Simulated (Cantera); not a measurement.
Standard-state values (1 bar) from the NASA 1993 polynomials, evaluated with Cantera. Values are per mole of reaction as written; species without (g) are pure solids or liquids, kept so even where they would boil at 1 bar.

2 KOH(g) → 2 K + O2(g) + 2 H(g), with ΔH° = 901.3 kJ and ΔS° = 91.3 J/K at 300 K.

Question: How far is the shortcut ΔG° ≈ ΔH°(300 K) − T·ΔS°(300 K) from the full temperature-dependent value at 573, 723, 873, 1023, 1173, 1323 K?

Answer: 
```csv
T (K),shortcut (kJ),full (kJ),difference (kJ),difference in log10 K,condensed phases
573,849.0,842.4,6.5,-0.60,K(l)
723,835.3,823.0,12.3,-0.89,K(l)
873,821.6,802.7,18.9,-1.13,K(l)
1023,807.9,781.6,26.3,-1.34,K(l)
1173,794.2,759.9,34.2,-1.52,K(l)
1323,780.5,737.7,42.8,-1.69,K(l)
```
The shortcut ignores heat capacities and the phase changes listed.
